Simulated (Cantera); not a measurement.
Charge: 1 mol LiOH, 6.7 mol H₂, held at 2.10 mbar.

Method: chemical equilibrium by Gibbs-energy minimisation in Cantera with the NASA 1993 tables (ideal gas, pure condensed phases). Candidate condensed phases: H₂O, Li, LiH, LiOH, Li₂O; 17 gas species. Rates play no part. All values below are at 1677 °C.

Base state: H₂ 0.762, Li 0.0932, H₂O 0.0931, LiOH 0.0289, H 0.0218, OH 0.000242, LiH 0.000160, Li₂O 4.87e-5 (mole fractions); condensed: gas only.

What changes in the equilibrium state with this change: pressure from 2.10 mbar to 0.690 bar?


```json
[
 {"species": "H₂", "before": "0.762", "after": "0.833"},
 {"species": "LiOH", "before": "0.0289", "after": "0.0864"},
 {"species": "H₂O", "before": "0.0931", "after": "0.0398"},
 {"species": "Li", "before": "0.0932", "after": "0.0375"},
 {"species": "H", "before": "0.0218", "after": "0.00126"},
 {"species": "Li₂(OH)₂", "before": "2.35e-8", "after": "6.87e-5"},
 {"species": "Li₂", "before": "3.84e-7", "after": "2.05e-5"},
 {"species": "OH", "before": "0.000242", "after": "5.47e-6"},
 {"species": "Li₂O", "before": "4.87e-5", "after": "0.00102"}
]
```
